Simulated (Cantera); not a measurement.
Charge: 1 mol SiF4, 7.7 mol NH3, equilibrated at 1198.15 K.

Cantera equilibrium calculation (NASA polynomials, part measured and part estimated; ideal gas, pure solids and liquids). Candidate condensed phases: Si, Si3N4; 37 gas species. The tables' values for SiF3, SiF2 are old estimates; treat these amounts as uncertain. The numbers say what is thermodynamically allowed, not how fast it happens.

x: gas mole fraction; n: condensed amount in mol.

| P (Pa) | x H2 | x N2 | x SiF4 | x HF | x SiF3 | n Si3N4(s) |
|---|---|---|---|---|---|---|
| 5 | 0.701 | 0.234 | 0.0570 | 0.00411 | 0.00336 | 0 |
| 21 | 0.702 | 0.234 | 0.0582 | 0.00332 | 0.00207 | 0.000949 |
| 85 | 0.702 | 0.234 | 0.0590 | 0.00297 | 0.00117 | 0.00178 |
| 350 | 0.702 | 0.234 | 0.0594 | 0.00264 | 0.000651 | 0.00200 |
| 1400 | 0.703 | 0.234 | 0.0597 | 0.00236 | 0.000366 | 0.00193 |
| 5900 | 0.703 | 0.235 | 0.0598 | ___ | 0.000202 | ___ |
| 24000 | 0.703 | 0.235 | 0.0599 | ___ | 0.000112 | ___ |
| 100000 | 0.703 | 0.235 | 0.0599 | 0.00165 | 6.21e-5 | 0.00104 |

Problem. Some entries are withheld; supply them.

Solution. 
- 24000, x HF: 0.00186
- 24000, n Si3N4(s): 0.00139
- 5900, x HF: 0.00209
- 5900, n Si3N4(s): 0.00169
